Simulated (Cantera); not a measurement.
Input: 1 mol SiH2Cl2, 0.21 mol N2O, 28 mol N2, at 1650 K and 42000 Pa.

Equilibrium computed with Cantera from the NASA thermochemical tables; the gas is ideal and each condensed phase is pure. Candidate condensed phases: H2O, NH4Cl, Si, SiO2, Si2N2O, Si3N4; 47 gas species. Mutual solubility and eutectic melting of coexisting phases are not modelled. The tables' values for SiCl3 are old estimates; treat these amounts as uncertain. Rates play no part.

Base state: N2 0.935, HCl 0.0422, H2 0.0124, SiCl2 0.00742, SiCl3 0.00189, SiCl4 0.00106, SiHCl3 5.24e-5, Cl 4.16e-5 (mole fractions); condensed: Si2N2O(s) + Si3N4(s).

Task: What changes in the equilibrium state with this change: N2 from 28 to 4.8 mol?

Result: 
| species | before | after |
|---|---|---|
| N2 | 0.935 | 0.711 |
| HCl | 0.0422 | 0.171 |
| H2 | 0.0124 | 0.0678 |
| SiCl4 | 0.00106 | 0.0114 |
| SiCl3 | 0.00189 | 0.0118 |
| SiCl2 | 0.00742 | 0.0266 |
| SiHCl3 | 5.24e-5 | 0.000760 |
| H | 1.56e-5 | 3.65e-5 |
| Cl | 4.16e-5 | 7.20e-5 |
| Si2N2O(s), mol | 0.210 | 0.210 |
| Si3N4(s), mol | 0.0900 | 0.0836 |

Task: What changes in the equilibrium state with this change: N2 from 28 to 8.5 mol?

Result: 
| species | before | after |
|---|---|---|
| N2 | 0.935 | 0.814 |
| HCl | 0.0422 | 0.114 |
| H2 | 0.0124 | 0.0406 |
| SiCl2 | 0.00742 | 0.0182 |
| SiHCl3 | 5.24e-5 | 0.000347 |
| SiCl4 | 0.00106 | 0.00580 |
| SiCl3 | 0.00189 | 0.00694 |
| H | 1.56e-5 | 2.82e-5 |
| Si2N2O(s), mol | 0.210 | 0.210 |
| Si3N4(s), mol | 0.0900 | 0.0867 |
